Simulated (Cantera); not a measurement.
An isothermal, constant-pressure homogeneous reactor starts with 90.9 % NH3, 9.09 % N2, at 2025 K and 300 Torr.

Cantera simulation using the gas-phase N/H chemistry of the illustrative SiF4/NH3 mechanism in the Surface Chemkin manual (1991); the numbers are that mechanism's predictions, not measurements. Walls and surfaces, which speed up NH3 decomposition in real reactors, are not modelled.

x: mole fraction; the columns are a selection and need not sum to one.

```tsv
t (s)	x NH3	x NH2	x H2	x N2H4	x H	x N
2.00e-5	0.909	?	0.000101	5.97e-9	5.89e-7	1.56e-10
4.60e-5	0.908	?	0.000241	3.10e-8	6.62e-7	1.56e-9
0.000106	0.907	?	0.000657	1.38e-7	1.07e-6	6.57e-9
0.000243	0.905	0.00149	0.00226	3.34e-7	2.54e-6	2.06e-8
0.000558	0.899	0.00158	0.00703	3.78e-7	5.61e-6	4.87e-8
0.00128	0.885	0.00153	0.0181	3.54e-7	1.20e-5	1.07e-7
0.00295	0.854	0.00144	0.0426	3.13e-7	2.57e-5	2.28e-7
0.00678	0.788	?	0.0943	2.56e-7	5.43e-5	4.19e-7
0.0156	0.662	?	0.193	1.88e-7	0.000112	6.33e-7
0.0358	0.463	?	0.350	1.12e-7	0.000223	8.08e-7
0.0823	0.231	?	0.532	4.38e-8	0.000423	9.31e-7
0.189	0.0632	?	0.664	7.64e-9	0.000804	9.84e-7
0.435	0.00513	?	0.709	2.36e-10	0.00186	8.46e-7
1.00	0.000386	?	0.712	2.51e-12	0.00257	1.66e-7
```

Task: What belongs in the gaps?

Result: 
- 2.00e-5, x NH2: 0.000200
- 4.60e-5, x NH2: 0.000454
- 0.000106, x NH2: 0.000955
- 0.00678, x NH2: 0.00130
- 0.0156, x NH2: 0.00112
- 0.0358, x NH2: 0.000860
- 0.0823, x NH2: 0.000538
- 0.189, x NH2: 0.000225
- 0.435, x NH2: 3.95e-5
- 1.00, x NH2: 4.09e-6
